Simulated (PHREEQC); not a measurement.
A solution holds 0.1 mol KH2PO4 and 0.11 mol HF per kg of water, at 20 °C. Closed to the air; pH follows from the charge balance.

Equilibrium calculation in PHREEQC: ion-association model, phreeqc.dat.

**Question.** The ionic strength comes out as 0.104 mol/kgw. What activity coefficients do F-, HF2-, HPO4-2, H+, K+ get?

**Answer.** F- 0.76, HF2- 0.78, HPO4-2 0.37, H+ 0.82, K+ 0.76.

No solid was allowed to form.
